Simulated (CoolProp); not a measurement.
Vapour-liquid equilibrium of isobutene (1) + ethanol (2) at 949 kPa; x and y are mole fractions of (1).

Values from CoolProp's multi-fluid Helmholtz-energy mixture model, Lemmon 2005 and Schroeder 2014; pair parameters Bell 2016.

| x | bubble temperature (K) | y at the bubble point | dew temperature at overall composition x (K) | liquid density (mol/L) |
|---|---|---|---|---|
| 0.05 | 406.6 | 0.331 | 419.7 | 14.15 |
| 0.125 | [?] | 0.661 | 416.5 | 14.10 |
| 0.2 | 368.0 | 0.810 | 413.1 | 13.89 |
| 0.275 | 358.3 | 0.869 | 409.5 | 13.52 |
| 0.35 | 353.4 | 0.894 | 405.6 | 13.05 |
| 0.425 | 351.1 | 0.905 | 401.4 | 12.55 |
| 0.5 | 350.1 | 0.910 | 396.7 | 12.04 |
| 0.575 | 349.5 | 0.913 | 391.4 | [?] |
| 0.65 | 348.8 | 0.917 | 385.4 | 11.07 |
| 0.725 | 347.8 | 0.923 | 378.2 | 10.63 |
| 0.8 | 346.5 | 0.934 | 369.3 | 10.24 |
| 0.875 | 344.8 | 0.951 | 357.3 | 9.895 |
| 0.95 | 342.9 | 0.977 | 344.9 | [?] |

Q: Some entries are withheld; supply them.

A: 
- 0.125, bubble temperature (K): 384.5
- 0.575, liquid density (mol/L): 11.54
- 0.95, liquid density (mol/L): 9.593

No azeotrope shows between x = 0.05 and 0.95.

Pair parameters are fitted to limited data, so mixtures are less certain than the pure fluids. With so large a gap from Raoult's law the liquid may split in two, which this calculation doesn't test in full.
